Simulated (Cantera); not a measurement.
A perfectly stirred reactor is fed with 89.1 % NO, 10.7 % N2, 0.196 % H2O, at 1.01 bar; it is held at 1875 K, and followed from long to short residence time.

Computed with Cantera and GRI-Mech 3.0 (53 species, 325 reactions).

Q: Predict: x(NO) at τ = 8.10 s; x(O) at τ = 8.10 s; x(N2) at τ = 8.10 s; x(O2) at τ = 8.10 s; x(NO2) at τ = 8.10 s; x(NO) at τ = 66.0 ms; x(O) at τ = 66.0 ms; x(N2) at τ = 66.0 ms; x(O2) at τ = 66.0 ms; x(NO2) at τ = 66.0 ms.

A: 
```json
{
  "x(NO) at τ = 8.10 s": "0.219",
  "x(O) at τ = 8.10 s": "0.000140",
  "x(N2) at τ = 8.10 s": "0.443",
  "x(O2) at τ = 8.10 s": "0.335",
  "x(NO2) at τ = 8.10 s": "0.000601",
  "x(NO) at τ = 66.0 ms": "0.845",
  "x(O) at τ = 66.0 ms": "4.44e-5",
  "x(N2) at τ = 66.0 ms": "0.129",
  "x(O2) at τ = 66.0 ms": "0.0223",
  "x(NO2) at τ = 66.0 ms": "0.000685"
}
```
